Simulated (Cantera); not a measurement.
A perfectly stirred reactor is fed with 11.6 % CO, 7.67 % H₂, 8.77 % O₂, 71.9 % N₂, equivalence ratio 1.1, at 160000 Pa; it is adiabatic with a 675 K inlet, and is followed from long to short residence time, starting on the burning branch (τ in s: 0.046, 0.02, 0.0089, 0.0039, 0.0017, 0.00075, 0.00033, 0.00014, 6.3e-05, 2.8e-05, 1.2e-05).

Cantera simulation using GRI-Mech 3.0 (53 species, 325 reactions); the numbers are that mechanism's predictions, not measurements.

Task: Predict: blow-out, bracketed by the residence times tried; x(CO) at τ = 46.0 ms; x(H₂) at τ = 46.0 ms; x(O₂) at τ = 46.0 ms; x(NO) at τ = 46.0 ms; x(OH) at τ = 46.0 ms; x(CO) at τ = 0.750 ms; x(H₂) at τ = 0.750 ms; x(O₂) at τ = 0.750 ms; x(NO) at τ = 0.750 ms; x(OH) at τ = 0.750 ms.

Result: 
| Item | Result |
|---|---|
| blow-out, bracketed by the residence times tried | burning at 63.0 µs, out at 28.0 µs |
| x(CO) at τ = 46.0 ms | 0.0213 |
| x(H₂) at τ = 46.0 ms | 0.00347 |
| x(O₂) at τ = 46.0 ms | 0.00247 |
| x(NO) at τ = 46.0 ms | 0.000152 |
| x(OH) at τ = 46.0 ms | 0.00158 |
| x(CO) at τ = 0.750 ms | 0.0386 |
| x(H₂) at τ = 0.750 ms | 0.00748 |
| x(O₂) at τ = 0.750 ms | 0.0130 |
| x(NO) at τ = 0.750 ms | 5.66e-5 |
| x(OH) at τ = 0.750 ms | 0.00383 |
